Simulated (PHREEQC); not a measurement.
1 kg of water holding 0.29 mol/kgw CaCl2, 0.011 mol/kgw KCl, 0.0058 mol/kgw NaCl and 0.017 mol/kgw MgCl2 is evaporated at 20 °C; the solids stay in contact with the brine. No CO2 enters from the air. The run lets Bischofite, Brucite, Carnallite, Halite, Portlandite, Sylvite, MgCl2_4H2O precipitate or redissolve, and no other solid.

Computed with PHREEQC (Pitzer model, pitzer.dat).

### Question
Predict water activity at water left (kg) = 0.8219, 0.2533, 0.07809.

### Answer
| water left (kg) | water activity |
|---|---|
| 0.8219 | 0.981 |
| 0.2533 | 0.926 |
| 0.07809 | 0.622 |
